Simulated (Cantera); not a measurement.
A perfectly stirred reactor is fed with CH4 : H2O : H2 = 1 : 3.7 : 0.063 (molar parts), at 100.0 Torr; it is held at 1325 K, and followed from long to short residence time.

Computed with Cantera and GRI-Mech 3.0 (53 species, 325 reactions).

What does this change do: H2O 3.7 to 8.7 parts?


```csv
quantity,before,after
x(CH4) at τ = 14.0 s,0.184,0.0903
x(H2O) at τ = 14.0 s,0.759,0.880
x(H2) at τ = 14.0 s,0.0452,0.0239
x(HO2) at τ = 14.0 s,<1e-12,<1e-12
x(C2H2) at τ = 14.0 s,0.00921,0.00462
x(CH4) at τ = 0.150 s,0.210,0.102
x(H2O) at τ = 0.150 s,0.777,0.891
x(H2) at τ = 0.150 s,0.0134,0.00654
x(HO2) at τ = 0.150 s,<1e-12,<1e-12
x(C2H2) at τ = 0.150 s,4.55e-6,2.31e-6
```

What does this change do: pressure from 100.0 Torr to 7.40 bar?


```tsv
quantity	before	after
x(CH4) at τ = 14.0 s	0.184	0.156
x(H2O) at τ = 14.0 s	0.759	0.725
x(H2) at τ = 14.0 s	0.0452	0.0914
x(HO2) at τ = 14.0 s	<1e-12	<1e-12
x(C2H2) at τ = 14.0 s	0.00921	0.00710
x(CH4) at τ = 0.150 s	0.210	0.207
x(H2O) at τ = 0.150 s	0.777	0.776
x(H2) at τ = 0.150 s	0.0134	0.0159
x(HO2) at τ = 0.150 s	<1e-12	<1e-12
x(C2H2) at τ = 0.150 s	4.55e-6	0.000352
```
